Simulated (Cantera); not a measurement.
**Equilibrium for boron, boron nitride and boron oxide: B2H6 + O2 + N2**

Feed: 1 mol B2H6, 0.082 mol O2, 4.3 mol N2, equilibrated at 133 Pa.

Cantera equilibrium calculation (NASA polynomials, part measured and part estimated; ideal gas, pure solids and liquids). Candidate condensed phases: B, BN, B2O3, B3O3H3, H2O; 39 gas species. The feed counts by its element totals alone. N2 is the only nitrogen source here; it is nearly inert below about 1500 K, so the nitride shown seldom forms there in practice. Mutual solubility and eutectic melting of coexisting phases are not modelled. The tables' values for BH2 are old estimates; treat these amounts as uncertain. The numbers say what is thermodynamically allowed, not how fast it happens.

| T (K) | x N2 | x H2 | x HBO | x H | x BO | n BN(s) | n B2O3(l) |
|---|---|---|---|---|---|---|---|
| 1323 | 0.527 | 0.470 | 0.000434 | 2.98e-5 | 9.53e-7 | 1.90 | 0.0425 |
| 1373 | 0.526 | 0.468 | 0.00112 | 6.24e-5 | 4.76e-6 | 1.90 | 0.0303 |
| 1423 | 0.524 | 0.464 | 0.00271 | 0.000124 | 2.12e-5 | 1.90 | 0.00272 |
| 1473 | 0.523 | 0.463 | 0.00445 | 0.000236 | 6.14e-5 | 1.89 | 0 |
| 1523 | 0.523 | 0.462 | 0.00667 | 0.000430 | 0.000157 | 1.88 | 0 |
| 1573 | 0.523 | 0.460 | 0.00932 | 0.000755 | 0.000360 | 1.87 | 0 |
| 1623 | 0.523 | 0.458 | 0.0120 | 0.00128 | 0.000742 | 1.86 | 0 |
| 1673 | 0.522 | 0.456 | 0.0143 | 0.00211 | 0.00136 | 1.85 | 0 |
| 1723 | 0.522 | 0.454 | 0.0156 | 0.00336 | 0.00226 | 1.84 | 0 |
| 1773 | 0.521 | 0.452 | 0.0161 | 0.00524 | 0.00342 | 1.84 | 0 |
| 1823 | 0.520 | 0.449 | 0.0158 | 0.00795 | 0.00486 | 1.84 | 0 |
| 1873 | 0.518 | 0.446 | 0.0150 | 0.0118 | 0.00654 | 1.84 | 0 |
x: gas mole fraction; n: condensed amount in mol.

From 1323 K to 1423 K the condensed part is BN(s) + B2O3(l). From 1473 K to 1873 K the condensed part is BN(s). The main B-bearing gas is HBO2 at 1323 K and HBO at 1873 K. The share of B in condensed phases is highest at 1323 K (99.0 %) and lowest at 1873 K (91.8 %).
